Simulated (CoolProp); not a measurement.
Vapour-liquid equilibrium of propane (1) + sulfur dioxide (2) at 307.7 K; x and y are mole fractions of (1).

Values from CoolProp's multi-fluid Helmholtz-energy mixture model, Lemmon 2009 and Gao 2016; pair parameters Bell 2016.

### Question
Give the bubble pressure and the first vapour's composition at x = 0.25, 0.35, 0.65. Is there an azeotrope?

### Answer
x = 0.25: 13.29 bar, y = 0.609; x = 0.35: 13.54 bar, y = 0.621; x = 0.65: 13.97 bar, y = 0.674. y crosses x between x = 0.65 and 0.75: the model has an azeotrope there.

Pair parameters are fitted to limited data, so mixtures are less certain than the pure fluids. With so large a gap from Raoult's law the liquid may split in two, which this calculation doesn't test in full.
